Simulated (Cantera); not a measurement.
Input (Python, Cantera) and output of one run.

```python
import numpy as np
import cantera as ct

gas_names = [...]  # 123 gases of nasa_gas.yaml made of C, H, O, Si
cond_names = """
    C(gr) C6H6(L) C7H8(L) C8H18(L),n-octa H2O(s) H2O(L) Si(cr) Si(L) SiC(b) SiO2(Lqz) SiO2(hqz) SiO2(L)
""".split()


# ... load() reads the species with a 1 bar reference pressure and builds the phases ...
atoms = {
    'TEOS': {'Si': 1, 'C': 8, 'H': 20, 'O': 4},
    'H2O': {'H': 2, 'O': 1},
}
top_T = {'C(gr)': 4500, 'SiC(b)': 3050}  # K; cautious upper limits of use, not melting points


# ... equilibrate(T, P, feed) seeds the gas with the atoms and calls Mixture.equilibrate('TP', solver="vcs", rtol=1e-11, max_steps=5000) ...
results = []
feed = {'TEOS': 1, 'H2O': 0.68}  # mol
T = 1298  # K
P = 1900  # Pa
mix = equilibrate(T, P, feed)
results.append((T, P, feed, dict(zip(mix.species_names, mix.species_moles))))
print(gas.report(threshold=0.001))
for i in range(1, mix.n_phases):
    print(f"{mix.phase(i).name:16s} {mix.phase_moles(i):12.5e} mol")
```

Result:

```
       temperature   1298 K
          pressure   1900 Pa
           density   0.0012733 kg/m^3
  mean mol. weight   7.2322 kg/kmol
   phase of matter   gas

                          1 kg             1 kmol
                     ---------------   ---------------
          enthalpy         1.117e+06        8.0786e+06  J
   internal energy        -3.752e+05       -2.7135e+06  J
           entropy             31149        2.2528e+05  J/K
    Gibbs function       -3.9315e+07       -2.8433e+08  J
 heat capacity c_p            4440.3             32113  J/K
 heat capacity c_v            3290.6             23799  J/K

                      mass frac. Y      mole frac. X     chem. pot. / RT
                     ---------------   ---------------   ---------------
                CO           0.77687           0.20059           -42.137
                H2            0.2228           0.79927           -22.379
     [ +121 minor]        0.00032999        0.00013938

C(gr)             5.31909e+00 mol
Si(cr)            0.00000e+00 mol
SiC(b)            0.00000e+00 mol
SiO2(hqz)         9.99961e-01 mol
```

Method: chemical equilibrium by Gibbs-energy minimisation in Cantera with the NASA 1993 tables (ideal gas, pure condensed phases). The feed counts by its element totals alone. The tables hold silica as quartz up to 1696 K and as liquid above; real silica turns to tridymite and cristobalite and melts near 1996 K.
